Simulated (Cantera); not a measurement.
Feed: 1 mol Si, 1.2 mol H₂, at 1723.15 K and 0.300 bar.

Method: chemical equilibrium by Gibbs-energy minimisation in Cantera with the NASA 1993 tables (ideal gas, pure condensed phases). Candidate condensed phases: Si; 9 gas species. Gases not in the tables: Si₂H₆ and higher silanes. The numbers say what is thermodynamically allowed, not how fast it happens.

Base state: H₂ 1.000, H 0.000333, SiH₂ 1.70e-5 (mole fractions); condensed: Si(l).

Q: What changes in the equilibrium state with this change: 1.2 mol HCl added?

A: 
| species | before | after |
|---|---|---|
| H₂ | 1.000 | 0.672 |
| HCl | 0 | 0.168 |
| SiCl₂ | 0 | 0.145 |
| SiCl₃ | 0 | 0.0117 |
| SiCl₄ | 0 | 0.00177 |
| SiHCl₃ | 0 | 0.00146 |
| Si(l), mol | 1.000 | 0.619 |
The tables' values for SiCl₃, SiCl are old estimates; treat these amounts as uncertain.
